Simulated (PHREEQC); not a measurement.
Dissolve 0.0036 mol Na2S, 0.073 mol HCl and 0.028 mol FeCl2 per kg of water at 10 °C. Closed to the air; pH follows from the charge balance.

Computed with PHREEQC (ion-association model, phreeqc.dat).

| quantity | before | after |
|---|---|---|
| pH | 1.27 | 1.28 |
| ionic strength (mol/kgw) | 0.154 | 0.264 |
| Fe+2 (mol/kgw) | 0.0264 | 0.0266 |
| FeCl+ (mol/kgw) | 0.00162 | 0.00137 |

Question: Name the change that produced these shifts.
A. diluted 2-fold with water
B. Na2S left out
C. FeCl2 from 0.028 to 0.0056 mol/kgw
D. temperature from 10 to 40 °C
E. 0.11 mol/kgw NaBr added

Answer: E, 0.11 mol/kgw NaBr added

No solid was allowed to form. Constants without temperature data keep their 25 °C values here.
